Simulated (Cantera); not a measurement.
A closed system holds: 1 mol Pb, 0.011 mol O₂, a varied amount of N₂, at 13.3 mbar.

Method: chemical equilibrium by Gibbs-energy minimisation in Cantera with the NASA 1993 tables (ideal gas, pure condensed phases). Candidate condensed phases: Pb, PbO, PbO₂, Pb₃O₄; 12 gas species. Mutual solubility and eutectic melting of coexisting phases are not modelled. Equilibrium is a limit: real reactors are often held back by kinetics, nucleation or transport.

Question: What condenses at these points (T in K, n(N₂) in mol): (1248, 81); (948, 81); (1148, 44); (1298, 7.1); (1398, 280); (1148, 13)?

Answer: 
```tsv
T (K)	n(N₂) in mol	condensed phases	Pb condensed (%)
1248	81	gas only	0.0
948	81	Pb + PbO	97.1
1148	44	Pb	3.3
1298	7.1	gas only	0.0
1398	280	gas only	0.0
1148	13	Pb + PbO	69.9
```
